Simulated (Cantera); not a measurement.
Gas-phase reforming

An isothermal, constant-pressure homogeneous reactor starts with 31.1 % CH4, 13.0 % H2O, 55.9 % H2, at 1948 K and 13300 Pa.

Model: GRI-Mech 3.0 (53 species, 325 reactions), integrated in Cantera. GRI-Mech 3.0 stops at C3 and has no aromatics, soot or wall deposition, so with more carbon than oxygen in the feed, carbon stays in small species such as C2H2 where larger ones or solid carbon would form.

```json
[
 {"t (s)": "0.000500", "x CH4": "0.231", "x H2O": "0.124", "x H2": "0.606", "x HCO": "3.38e-7", "x HO2": "<1e-12"},
 {"t (s)": "0.00115", "x CH4": "0.150", "x H2O": "0.114", "x H2": "0.668", "x HCO": "2.47e-7", "x HO2": "1.14e-12"},
 {"t (s)": "0.00263", "x CH4": "0.0817", "x H2O": "0.105", "x H2": "0.720", "x HCO": "1.54e-7", "x HO2": "1.18e-12"},
 {"t (s)": "0.00602", "x CH4": "0.0381", "x H2O": "0.0974", "x H2": "0.755", "x HCO": "8.68e-8", "x HO2": "1.29e-12"},
 {"t (s)": "0.0138", "x CH4": "0.0172", "x H2O": "0.0881", "x H2": "0.775", "x HCO": "4.74e-8", "x HO2": "1.30e-12"},
 {"t (s)": "0.0316", "x CH4": "0.0101", "x H2O": "0.0733", "x H2": "0.790", "x HCO": "2.99e-8", "x HO2": "<1e-12"},
 {"t (s)": "0.0725", "x CH4": "0.00768", "x H2O": "0.0510", "x H2": "0.806", "x HCO": "2.13e-8", "x HO2": "<1e-12"},
 {"t (s)": "0.166", "x CH4": "0.00526", "x H2O": "0.0257", "x H2": "0.824", "x HCO": "1.54e-8", "x HO2": "<1e-12"},
 {"t (s)": "0.381", "x CH4": "0.00280", "x H2O": "0.00712", "x H2": "0.838", "x HCO": "1.36e-8", "x HO2": "<1e-12"},
 {"t (s)": "0.873", "x CH4": "0.00102", "x H2O": "0.000531", "x H2": "0.843", "x HCO": "1.38e-8", "x HO2": "<1e-12"},
 {"t (s)": "2.00", "x CH4": "0.000545", "x H2O": "1.80e-6", "x H2": "0.844", "x HCO": "1.39e-8", "x HO2": "<1e-12"}
]
```
x: mole fraction; the columns are a selection and need not sum to one.

Equilibrium at this temperature and pressure: CH4 0.000540, H2O 1.25e-7, H2 0.844, HCO 1.39e-8, HO2 <1e-12 (gas phase only).
